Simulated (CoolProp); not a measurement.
Saturation properties of the fluoroketone C6F12O (FK-5-1-12) (Tc = 441.8 K, pc = 18.69 bar, ω = 0.471).

Values from CoolProp's reference Helmholtz-energy equation of state, McLinden 2015.

```tsv
T (K)	p (bar)	vapour density (kg/m³)	liquid cp (kJ/(kg K))
304.9	(withheld)	6.923	(withheld)
311.1	0.6776	8.701	(withheld)
317.3	0.8519	10.82	1.117
323.5	1.060	13.34	1.123
329.7	1.305	16.30	1.130
335.9	1.592	19.77	1.137
342.1	1.926	23.81	1.145
348.3	2.311	28.51	1.153
354.5	(withheld)	(withheld)	1.163
360.6	3.246	40.09	(withheld)
366.8	(withheld)	47.31	1.185
373	4.456	55.63	1.198
379.2	5.176	65.23	1.213
```

Task: Fill in the missing entries.

Result: 
- 304.9, p (bar): 0.5326
- 304.9, liquid cp (kJ/(kg K)): 1.107
- 311.1, liquid cp (kJ/(kg K)): 1.112
- 354.5, p (bar): 2.752
- 354.5, vapour density (kg/m³): 33.93
- 360.6, liquid cp (kJ/(kg K)): 1.173
- 366.8, p (bar): 3.815

It boils at 322.2 K under 1 atm.
